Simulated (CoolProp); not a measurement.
Vapour-liquid equilibrium of R13 (1) + R113 (2) at 273.6 K; x and y are mole fractions of (1).

Computed with CoolProp (multi-fluid Helmholtz-energy mixture model, Platzer 1990 and Marx 1992; pair parameters Bell 2016). This equation is an older, rougher fit; its heat capacities, sound speeds and derivatives of the liquid may be far off and weren't checked against measurements.

```json
[
 {"x": "0.05", "bubble pressure (MPa)": "0.1382", "y at the bubble point": "0.888", "dew pressure at overall composition x (MPa)": "0.01619", "liquid density (mol/L)": "8.793"},
 {"x": "0.15", "bubble pressure (MPa)": "0.3670", "y at the bubble point": "0.958", "dew pressure at overall composition x (MPa)": "0.01810", "liquid density (mol/L)": "9.088"},
 {"x": "0.25", "bubble pressure (MPa)": "0.5761", "y at the bubble point": "0.973", "dew pressure at overall composition x (MPa)": "0.02052", "liquid density (mol/L)": "9.392"},
 {"x": "0.35", "bubble pressure (MPa)": "0.7688", "y at the bubble point": "0.980", "dew pressure at overall composition x (MPa)": "___", "liquid density (mol/L)": "9.703"},
 {"x": "0.45", "bubble pressure (MPa)": "0.9484", "y at the bubble point": "0.984", "dew pressure at overall composition x (MPa)": "___", "liquid density (mol/L)": "10.02"},
 {"x": "0.55", "bubble pressure (MPa)": "1.119", "y at the bubble point": "0.987", "dew pressure at overall composition x (MPa)": "0.03425", "liquid density (mol/L)": "10.32"},
 {"x": "0.65", "bubble pressure (MPa)": "1.284", "y at the bubble point": "0.990", "dew pressure at overall composition x (MPa)": "0.04407", "liquid density (mol/L)": "10.61"},
 {"x": "0.75", "bubble pressure (MPa)": "1.452", "y at the bubble point": "___", "dew pressure at overall composition x (MPa)": "0.06176", "liquid density (mol/L)": "10.85"},
 {"x": "0.85", "bubble pressure (MPa)": "1.634", "y at the bubble point": "___", "dew pressure at overall composition x (MPa)": "0.1031", "liquid density (mol/L)": "10.98"},
 {"x": "0.95", "bubble pressure (MPa)": "1.853", "y at the bubble point": "0.998", "dew pressure at overall composition x (MPa)": "0.3114", "liquid density (mol/L)": "10.90"}
]
```

**Question.** Fill in the missing entries.

**Answer.** 
- 0.35, dew pressure at overall composition x (MPa): 0.02369
- 0.45, dew pressure at overall composition x (MPa): 0.02801
- 0.75, y at the bubble point: 0.992
- 0.85, y at the bubble point: 0.994

No azeotrope shows between x = 0.05 and 0.95.

Pair parameters are fitted to limited data, so mixtures are less certain than the pure fluids. The gap from Raoult's law changes sign with composition, which may be real or a fault of the pair parameters; it wasn't checked against measurements.
